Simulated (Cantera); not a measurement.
## Premixed flame

A freely propagating, adiabatic, planar premixed flame of H2 : O2 : N2 = 1 : 0.227 : 0.855 (molar parts), equivalence ratio 2.2, unburnt at 300 K and 2.50 bar; mixture-averaged transport, grid criteria slope 0.08 and curve 0.16, no radiation.

Model: the H2/O2 subset of GRI-Mech 3.0, which has no nitrogen chemistry, integrated in Cantera. The hydrogen kinetics of GRI-Mech 3.0 are dated; newer H2 mechanisms differ, most at raised pressure. Burning velocities carry a grid error of a few per cent, more on coarse grids.

| z (mm) | T (K) | u (m/s) | x H2 | x O2 | x H2O | x HO2 | x OH | x H |
|---|---|---|---|---|---|---|---|---|
| -0.316 | 300 | 2.85 | 0.480 | 0.109 | <1e-8 | <1e-8 | <1e-8 | <1e-8 |
| -0.211 | 300 | 2.85 | 0.480 | 0.109 | <1e-8 | <1e-8 | <1e-8 | <1e-8 |
| -0.158 | 300 | 2.85 | 0.480 | 0.109 | 1.69e-7 | 1.42e-8 | <1e-8 | <1e-8 |
| -0.105 | 301 | 2.86 | 0.480 | 0.109 | 4.78e-6 | 4.49e-7 | <1e-8 | <1e-8 |
| -0.0527 | 351 | 3.28 | 0.470 | 0.111 | 0.00111 | 0.000140 | 1.00e-5 | 1.25e-6 |
| -0.0264 | 630 | 5.69 | 0.437 | 0.106 | 0.0216 | 0.000677 | 0.000718 | 0.00143 |
| 0 | 1033 | 9.09 | 0.384 | 0.0837 | 0.0754 | 0.000254 | 0.000921 | 0.0126 |
| 0.0264 | 1330 | 11.6 | 0.327 | 0.0497 | 0.143 | 0.000118 | 0.00157 | 0.0303 |
| 0.0527 | 1504 | 13.1 | 0.287 | 0.0217 | 0.196 | 4.86e-5 | 0.00201 | 0.0430 |
| 0.105 | 1649 | 14.3 | 0.265 | 0.00303 | 0.232 | 6.38e-6 | 0.00202 | 0.0462 |
| 0.211 | 1751 | 15.1 | 0.269 | 0.000171 | 0.239 | 3.80e-7 | 0.00191 | 0.0365 |
| 0.422 | 1837 | 15.7 | 0.276 | 4.39e-5 | 0.241 | 1.22e-7 | 0.00157 | 0.0251 |
| 0.843 | 1902 | 16.2 | 0.282 | 1.88e-5 | 0.243 | 5.80e-8 | 0.00113 | 0.0159 |
x: mole fraction of selected species; z is measured from the peak of heat release.

| Property | Value |
|---|---|
| laminar burning velocity | 285 cm/s |
| thermal thickness | 0.105 mm |
| peak x(HO2) | 0.000770 |
| peak x(OH) | 0.00205 |
| peak x(H) | 0.0471 |
| grid points | 120 |
